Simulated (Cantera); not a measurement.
An adiabatic, constant-pressure homogeneous reactor starts with 7.64 % CH₄, 0.696 % H₂, 9.17 % O₂, 63.4 % N₂, 19.1 % CO₂, equivalence ratio 1.7, at 1348 K and 5.00 bar.

Model: GRI-Mech 3.0 (53 species, 325 reactions), integrated in Cantera.

One state of this run: T (K) = 1986; x CH₄ = 7.42e-12; x H₂ = 0.0197; x O₂ = 6.03e-7; x C₂H₆ = <1e-12; x CO = 0.102; x H = 9.34e-5. x: mole fraction; the columns are a selection and need not sum to one.

Task: Which value of t (s) does it belong to?
A. 7.00e-6
B. 1.99e-5
C. 0.000461
D. 2.00

Result: D, 2.00
